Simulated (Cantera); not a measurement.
A perfectly stirred reactor is fed with 9.15 % CH4, 1.10 % H2, 18.8 % O2, 70.9 % N2, at 1280 Torr; it is adiabatic with a 423 K inlet, and is followed from long to short residence time, starting on the burning branch (τ in s: 0.063, 0.033, 0.017, 0.0091, 0.0048, 0.0025, 0.0013, 0.00069, 0.00036, 0.00019, 9.9e-05).

Cantera simulation using GRI-Mech 3.0 (53 species, 325 reactions); the numbers are that mechanism's predictions, not measurements.

One state of this run: T (K) = 2115; x CH4 = 9.95e-5; x H2 = 0.0111; x O2 = 0.0155; x N2O = 1.78e-7; x OH = 0.00759. x: mole fraction; the columns are a selection and need not sum to one.

Q: Which value of τ (s) does it belong to?
(A) 0.0091
(B) 0.0025
(C) 0.0048
(D) 0.00069

A: D, 0.00069
